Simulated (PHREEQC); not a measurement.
Make-up at 25 °C: 0.4 mol/kgw HF, 0.001 mol/kgw (NH4)2SiF6, 0.18 mol/kgw H3BO3 and 0.022 mol/kgw HCl. Closed to the air; pH follows from the charge balance.

All values are PHREEQC results (ion-association model, phreeqc.dat), not measurements.

### Question
The ionic strength comes out as 0.125 mol/kgw. What activity coefficients do H+, SiF6-2, HF2-, BF3OH-, NH4+ get?

### Answer
H+ 0.82, SiF6-2 0.35, HF2- 0.77, BF3OH- 0.77, NH4+ 0.72.

Precipitation was switched off in this run. Saturation is exceeded, for instance for Quartz (slow to form); the values hold only as long as no solid forms. SiF6-2 is the database's only silicon fluoride. Real BF4- forms and hydrolyses slowly; the run takes it at equilibrium.
